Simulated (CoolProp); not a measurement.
Vapour-liquid equilibrium of benzene (1) + p-xylene (2) at 346.9 K; x and y are mole fractions of (1).

Values from CoolProp's multi-fluid Helmholtz-energy mixture model, Thol 2012 and Zhou 2012; pair parameters Bell 2016.

```csv
x,"bubble pressure, mixture model (bar)","bubble pressure, Raoult's law (bar)","y, mixture model","y, Raoult's law"
0.05,0.1552,0.1578,0.249,0.263
0.2,0.2580,0.2640,0.618,0.629
0.35,0.3646,0.3703,0.780,0.785
0.5,0.4724,0.4765,0.869,0.872
0.65,0.5800,0.5828,0.925,0.927
0.8,0.6872,0.6890,0.963,0.964
0.95,0.7946,0.7953,0.992,0.992
```

The largest gap from Raoult's law is -2.3 % in bubble pressure, at x = 0.2. No azeotrope shows between x = 0.05 and 0.95.

Pair parameters are fitted to limited data, so mixtures are less certain than the pure fluids.
